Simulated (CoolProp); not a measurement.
Computed with CoolProp (reference Helmholtz-energy equation of state, Lemmon 2006). It is a short technical equation, of lower accuracy than the large ones.

Give the vapour pressure (MPa), liquid density (kg/m³), vapour density (kg/m³), enthalpy of vaporisation (kJ/kg) of saturated CH3F (R41) at 6.75 °C.


```tsv
T (°C)	p (MPa)	liquid density (kg/m³)	vapour density (kg/m³)	enthalpy of vaporisation (kJ/kg)
6.75	2.44	654	52.4	312
```
